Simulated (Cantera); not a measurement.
NO annealing gas

An isothermal, constant-pressure homogeneous reactor starts with NO : N2 = 1 : 0.32 (molar parts), at 1925 K and 1.30 bar.

Model: GRI-Mech 3.0 (53 species, 325 reactions), integrated in Cantera.

```tsv
t (s)	x NO	x N2O	x O	x N2	x NO2
4.00e-6	0.758	1.96e-6	1.56e-6	0.242	4.12e-7
1.19e-5	0.758	5.81e-6	3.20e-6	0.242	2.74e-6
3.56e-5	0.758	1.70e-5	4.94e-6	0.242	1.31e-5
0.000106	0.757	4.76e-5	8.35e-6	0.242	4.77e-5
0.000317	0.757	0.000118	1.81e-5	0.242	0.000154
0.000948	0.756	0.000219	3.35e-5	0.243	0.000335
0.00283	0.754	0.000261	3.87e-5	0.244	0.000395
0.00844	0.749	0.000257	4.25e-5	0.247	0.000436
0.0252	0.731	0.000244	5.20e-5	0.255	0.000531
0.0752	0.683	0.000210	7.20e-5	0.279	0.000705
0.224	0.564	0.000140	0.000106	0.339	0.000878
0.670	0.350	5.27e-5	0.000149	0.446	0.000775
2.00	0.131	7.55e-6	0.000182	0.556	0.000359
```
x: mole fraction; the columns are a selection and need not sum to one.

Equilibrium at this temperature and pressure: NO 0.00734, N2O 4.19e-7, O 0.000199, N2 0.617, NO2 2.20e-5 (gas phase only).
